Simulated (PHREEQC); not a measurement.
Make-up at 20 °C: 0.014 mol HF and 0.00074 mol NaOH per kg of water. Closed to the air; pH follows from the charge balance.

Model: ion-association model, phreeqc.dat, run in PHREEQC.

| quantity | before | after |
|---|---|---|
| pH | 2.60 | 2.15 |
| ionic strength (mol/kgw) | 0.00339 | 0.00839 |
| HF (mol/kgw) | 0.0105 | 0.0601 |
| F- (mol/kgw) | 0.00326 | 0.00687 |
| HF2- (mol/kgw) | 0.000126 | 0.00152 |
| NaF (mol/kgw) | 1.22e-6 | 2.41e-6 |

Question: What was changed between the two runs?
A) NaOH from 0.00074 to 7.4e-05 mol/kgw
B) diluted 100-fold with water
C) NaOH from 0.00074 to 0.00037 mol/kgw
D) diluted 5-fold with water
E) HF from 0.014 to 0.07 mol/kgw

Answer: E, HF from 0.014 to 0.07 mol/kgw

Precipitation was switched off in this run.
